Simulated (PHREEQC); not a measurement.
Consider water at 25 °C with 2.4 mmol/kgw HCl, 5.4 mmol/kgw NaCl and 0.16 mmol/kgw KCl. Closed to the air; pH follows from the charge balance.

Model: ion-association model, wateq4f.dat, run in PHREEQC.

No solid was allowed to form.

### Question
Estimate the pH.

### Answer
pH 2.66.

Complexes and solids missing from the database can't appear.
